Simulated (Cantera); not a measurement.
Cantera run, input and output.

```python
import numpy as np
import cantera as ct

surf = ct.Interface("diamond.yaml", "diamond_100")
gas, bulk = surf.adjacent["gas"], surf.adjacent["diamond"]
k = surf.kinetics_species_index(bulk.species_names[0])
cover = ["c6HH", "c6H*", "c6*H", "c6**", "c6HM", "c6B"]

rows, drift = [], 0.0
print(f"{'P':>10s}{'um/h':>11s}" + "".join(f"{s:>11s}" for s in cover))
for v in [640, 1100, 2000, 3600, 6500, 12000, 20000, 36000]:
    T, P, xH, xCH3 = 1100, v, 0.00025, 0.0015
    gas.TPX = T, P, {"H": xH, "CH3": xCH3, "CH4": 0.028, "H2": 1 - xH - xCH3 - 0.028}
    surf.TP = bulk.TP = T, P
    surf.coverages = "c6H*:0.1, c6HH:0.9"
    surf.advance_coverages(100.0)
    before = surf.coverages
    surf.advance_coverages(100.0)
    drift = max(drift, np.max(np.abs(surf.coverages - before) / (surf.coverages + 1e-9)))
    rate = surf.net_production_rates[k] * bulk.mean_molecular_weight / bulk.density * 3.6e9
    rows.append([rate, *surf[cover].coverages])
    print(f"{v:10.4g}{rate:11.4e}" + "".join(f"{x:11.3e}" for x in rows[-1][1:]))
```

Output:

```
         P       um/h       c6HH       c6H*       c6*H       c6**       c6HM        c6B
       640 1.7192e-01  5.284e-01  2.466e-02  3.908e-01  5.281e-03  2.479e-02  4.665e-10
      1100 3.8370e-01  5.155e-01  2.401e-02  3.805e-01  5.126e-03  4.102e-02  1.041e-09
      2000 9.7756e-01  4.928e-01  2.287e-02  3.625e-01  4.874e-03  6.945e-02  2.653e-09
      3600 2.5012e+00  4.594e-01  2.120e-02  3.360e-01  4.512e-03  1.113e-01  6.787e-09
      6500 6.3187e+00  4.144e-01  1.895e-02  3.004e-01  4.030e-03  1.678e-01  1.715e-08
   1.2e+04 1.5674e+01  3.602e-01  1.624e-02  2.574e-01  3.450e-03  2.358e-01  4.253e-08
     2e+04 3.1611e+01  3.157e-01  1.402e-02  2.221e-01  2.975e-03  2.916e-01  8.578e-08
   3.6e+04 6.6573e+01  2.721e-01  1.184e-02  1.875e-01  2.509e-03  3.463e-01  1.807e-07
```

Computed with Cantera and the Harris–Goodwin 1993 mechanism for the reconstructed diamond (100) surface.
